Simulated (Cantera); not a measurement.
A closed system holds: 1 mol Pb, 0.11 mol N₂, at 625 K and 0.450 bar.

Cantera equilibrium calculation (NASA polynomials, part measured and part estimated; ideal gas, pure solids and liquids). Candidate condensed phases: Pb; 4 gas species. Equilibrium is a limit: real reactors are often held back by kinetics, nucleation or transport.

Base state: N₂ 1.00 (mole fractions); condensed: Pb(l).

Q: What changes in the equilibrium state with this change: Pb replaced by HgO?

A: 
```
species      before   after
-----------  ------  ------
N₂             1.00   0.813
Hg                0   0.125
O₂                0  0.0624
Pb(l), mol     1.00       0
HgO(s), mol       0   0.983
```
Further candidate phases: Hg, HgO.
